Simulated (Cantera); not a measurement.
A perfectly stirred reactor is fed with CO : H2 : O2 : N2 : H2O = 1 : 0.032 : 1.12 : 6.39 : 1.6 (molar parts), at 130000 Pa; it is adiabatic with a 650 K inlet, and is followed from long to short residence time, starting on the burning branch (τ in s: 0.023, 0.01, 0.0047, 0.0022, 0.00099, 0.00045, 0.00021, 9.5e-05, 4.4e-05, 2e-05, 9.1e-06).

Cantera simulation using GRI-Mech 3.0 (53 species, 325 reactions); the numbers are that mechanism's predictions, not measurements.

Problem. Predict: blow-out, bracketed by the residence times tried; x(CO) at τ = 23.0 ms; x(H2) at τ = 23.0 ms; x(O2) at τ = 23.0 ms; x(NO2) at τ = 23.0 ms; x(NO) at τ = 23.0 ms; x(CO) at τ = 0.450 ms; x(H2) at τ = 0.450 ms; x(O2) at τ = 0.450 ms.

Solution. 
* **blow-out, bracketed by the residence times tried**: burning at 2.20 ms, out at 0.990 ms
* **x(CO) at τ = 23.0 ms**: 0.00203
* **x(H2) at τ = 23.0 ms**: 0.000176
* **x(O2) at τ = 23.0 ms**: 0.0636
* **x(NO2) at τ = 23.0 ms**: 6.25e-9
* **x(NO) at τ = 23.0 ms**: 9.01e-7
* **x(CO) at τ = 0.450 ms**: 0.0986
* **x(H2) at τ = 0.450 ms**: 0.00316
* **x(O2) at τ = 0.450 ms**: 0.110
